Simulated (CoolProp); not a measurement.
Values from CoolProp's reference Helmholtz-energy equation of state, Zhou 2014.

For cyclohexane, give the phase and the density (kg/m³), cp (kJ/(kg K)), speed of sound (m/s), Joule-Thomson coefficient (K/MPa) at 620 K and 20.4 MPa.


- 620 K and 20.4 MPa: supercritical; density 487, cp 3.29, speed of sound 444, Joule-Thomson coefficient 0.260
